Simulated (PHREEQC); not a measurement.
**Brine: speciation**

A solution holds 2.9 mol/kgw NaBr and 0.082 mol/kgw SrCl2, at 30 °C. Closed to the air; pH follows from the charge balance.

All values are PHREEQC results (Pitzer model, pitzer.dat), not measurements.

No solid was allowed to form.

Q: What activity of water does the model give?

A: activity of water 0.885.
